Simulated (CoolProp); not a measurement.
Dimethyl carbonate at 376.6 K and 0.114 MPa is throttled through a valve to 0.0523 MPa with no heat exchange. Each further row changes one setting.

Values from CoolProp's reference Helmholtz-energy equation of state, Zhou 2011.

```
case                        temperature change (K)  final density (kg/m³)
--------------------------  ----------------------  ---------------------
as stated                                        …                   1.53
outlet pressure 0.0157 MPa                       …                  0.456
outlet pressure 0.068 MPa                        …                      …
```

Complete the blanks.


- as stated, temperature change (K): -1.3
- outlet pressure 0.0157 MPa, temperature change (K): -2.1
- outlet pressure 0.068 MPa, temperature change (K): -1.0
- outlet pressure 0.068 MPa, final density (kg/m³): 2.00
